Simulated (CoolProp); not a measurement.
Isohexane at 298.15 K and 2.43 MPa is throttled through a valve to 0.105 MPa with no heat exchange. Each further row changes one setting.

Values from CoolProp's reference Helmholtz-energy equation of state, Lemmon 2006. It is a short technical equation, of lower accuracy than the large ones.

| case | temperature change (K) |
|---|---|
| as stated | +0.9 |
| outlet pressure 0.0315 MPa | +1.0 |
| outlet pressure 0.137 MPa | +0.9 |
